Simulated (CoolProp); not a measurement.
A closed Brayton cycle with carbon dioxide: compressor inlet 326.15 K and 9 MPa, high pressure 30.6 MPa, turbine inlet 840 K, compressor efficiency 0.8, turbine efficiency 0.93, recuperator effectiveness 0.9 (on enthalpy, no pinch check). Each further row changes one setting.

The numbers come from the reference Helmholtz-energy equation of state, Span 1996 in CoolProp.

```tsv
case	thermal efficiency (%)	net work (kJ/kg)	compressor to turbine work	compressor exit (K)	turbine exit (K)
as stated	34.6	98.7	0.41	426.0	688.3
turbine inlet 790 K	32.4	87.2	0.44	426.0	643.7
compressor inlet 336.15 K	32.8	___	0.46	446.6	688.3
high pressure 26 MPa	34.1	89.9	___	___	___
recuperator effectiveness 0.5	24.3	98.7	0.41	426.0	688.3
```

Q: What belongs in the gaps?

A: 
- compressor inlet 336.15 K, net work (kJ/kg): 89.3
- high pressure 26 MPa, compressor to turbine work: 0.38
- high pressure 26 MPa, compressor exit (K): 412.2
- high pressure 26 MPa, turbine exit (K): 707.8
